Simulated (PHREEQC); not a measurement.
1 kg of water meets 20 L of dry gas (CO2 1 by moles) at fixed total pressure, at 5 atm; fugacities by Peng-Robinson. The gases take part in no redox reaction, some water evaporates into the gas, and hydrates or a liquid gas phase aren't modelled. No solid was allowed to form.

Equilibrium calculation in PHREEQC: Pitzer model, pitzer.dat.

**Question.** Predict dissolved CO2 (all carbonate carbon) (mol/kgw), pH at T (°C) = 20, 80.

**Answer.** 
| T (°C) | dissolved CO2 (all carbonate carbon) (mol/kgw) | pH |
|---|---|---|
| 20 | 0.189 | 3.55 |
| 80 | 0.0564 | 3.79 |

Constants without temperature data keep their 25 °C values here.
